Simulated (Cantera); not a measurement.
Thermodynamics of nitride etching, feed Si₃N₄ + O₂ + H₂

Input: 1 mol Si₃N₄, a varied amount of O₂, 16 mol H₂, at 900 °C and 0.230 bar.

These are equilibrium values from Cantera (NASA tables, ideal gas, pure condensed phases), not measurements of a reactor. Candidate condensed phases: H₂O, Si, SiO₂, Si₂N₂O, Si₃N₄; 35 gas species. Mutual solubility and eutectic melting of coexisting phases are not modelled. The tables hold silica as quartz up to 1696 K and as liquid above; real silica turns to tridymite and cristobalite and melts near 1996 K. Kinetics and transport are ignored.

```tsv
n(O₂) (mol)	x H₂	x H₂O	x N₂	x NH₃	x H	x OH	n SiO₂(β-quartz)	n Si₂N₂O(s)
1.9	0.927	7.43e-5	0.0733	1.21e-5	2.37e-7	<1e-12	1.53	0.734
2.6	0.902	7.96e-5	0.0977	1.34e-5	2.34e-7	<1e-12	2.47	0.267
3.3	0.856	0.0333	0.111	1.32e-5	2.28e-7	6.13e-11	3.00	0
4	0.778	0.111	0.111	1.14e-5	2.17e-7	2.14e-10	3.00	0
4.7	0.700	0.189	0.111	9.76e-6	2.06e-7	3.84e-10	3.00	0
5.4	0.622	0.267	0.111	8.18e-6	1.94e-7	5.75e-10	3.00	0
6	0.556	0.333	0.111	6.90e-6	1.84e-7	7.61e-10	3.00	0
6.7	0.478	0.411	0.111	5.50e-6	1.70e-7	1.01e-9	3.00	0
7.4	0.400	0.489	0.111	4.21e-6	1.56e-7	1.31e-9	3.00	0
8.1	0.322	0.567	0.111	3.05e-6	1.40e-7	1.70e-9	3.00	0
8.8	0.244	0.644	0.111	2.01e-6	1.22e-7	2.22e-9	3.00	0
9.5	0.167	0.722	0.111	1.13e-6	1.01e-7	3.01e-9	3.00	0
10	0.111	0.778	0.111	6.17e-7	8.22e-8	3.97e-9	3.00	0
```
x: gas mole fraction; n: condensed amount in mol.

From 1.9 mol O₂ to 2.6 mol O₂ the condensed part is SiO₂(β-quartz) + Si₂N₂O(s). From 3.3 mol O₂ to 10 mol O₂ the condensed part is SiO₂(β-quartz).
